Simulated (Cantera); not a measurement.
What does this Cantera script print?

```python
import numpy as np
import cantera as ct

gas = ct.Solution("gri30.yaml", transport_model="multicomponent")
show = ['C2H2', 'H2', 'O']

rows = []
print(f"{'T/K':>7s}{'rho':>11s}{'cp':>10s}{'mu':>11s}{'lambda':>11s}{'Pr':>7s}" + "".join(f"{'D_' + s:>11s}" for s in show))
for T in [400, 600, 800, 1000, 1200, 1400, 1600, 1800]:
    gas.TPX = T, 780000, {'CH4': 0.51}
    Pr = gas.cp_mass * gas.viscosity / gas.thermal_conductivity
    D = [gas.mix_diff_coeffs_mole[gas.species_index(s)] for s in show]
    rows.append([gas.density, gas.cp_mass, gas.viscosity, gas.thermal_conductivity, Pr, *D])
    print(f"{T:7g}{gas.density:11.4e}{gas.cp_mass:10.1f}{gas.viscosity:11.4e}"
          f"{gas.thermal_conductivity:11.4e}{Pr:7.3f}" + "".join(f"{d:11.4e}" for d in D))
print("SI units: kg/m3, J/kg/K, Pa s, W/m/K, m2/s")
```

Output:

```
    T/K        rho        cp         mu     lambda     Pr     D_C2H2       D_H2        D_O
    400 3.7626e+00    2526.4 1.4442e-05 5.0839e-02  0.718 3.8952e-06 1.5692e-05 7.2096e-06
    600 2.5084e+00    3286.8 1.9486e-05 8.8384e-02  0.725 8.0081e-06 3.1079e-05 1.4448e-05
    800 1.8813e+00    3989.2 2.3796e-05 1.3039e-01  0.728 1.3169e-05 5.0240e-05 2.3472e-05
   1000 1.5050e+00    4588.7 2.7658e-05 1.7396e-01  0.730 1.9259e-05 7.2806e-05 3.4099e-05
   1200 1.2542e+00    5074.2 3.1210e-05 2.1689e-01  0.730 2.6200e-05 9.8524e-05 4.6208e-05
   1400 1.0750e+00    5467.8 3.4533e-05 2.5852e-01  0.730 3.3937e-05 1.2720e-04 5.9706e-05
   1600 9.4065e-01    5787.0 3.7677e-05 2.9851e-01  0.730 4.2425e-05 1.5869e-04 7.4522e-05
   1800 8.3613e-01    6046.7 4.0675e-05 3.3678e-01  0.730 5.1631e-05 1.9286e-04 9.0596e-05
SI units: kg/m3, J/kg/K, Pa s, W/m/K, m2/s
```

Computed with Cantera and GRI-Mech 3.0 (53 species, 325 reactions). The composition is frozen, though it would react at the higher temperatures.
